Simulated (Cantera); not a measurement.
Feed: 1 mol K2CO3, a varied amount of CO2, 5 mol H2, at 750 Torr.

Method: chemical equilibrium by Gibbs-energy minimisation in Cantera with the NASA 1993 tables (ideal gas, pure condensed phases). Candidate condensed phases: C, C6H6, C7H8, C8H18, H2O, K, KOH, KO2, K2CO3, K2O, K2O2; 116 gas species. The numbers say what is thermodynamically allowed, not how fast it happens.

Task: What condenses at these points (T in °C, n(CO2) in mol): (725, 3.7); (575, 1.4); (725, 3.3); (475, 2.1); (1075, 2.5)?

Result: 
| T (°C) | n(CO2) in mol | condensed phases | K condensed (%) |
|---|---|---|---|
| 725 | 3.7 | K2CO3 | 100.0 |
| 575 | 1.4 | K2CO3 | 100.0 |
| 725 | 3.3 | K2CO3 | 100.0 |
| 475 | 2.1 | C + K2CO3 | 100.0 |
| 1075 | 2.5 | K2CO3 | 93.0 |
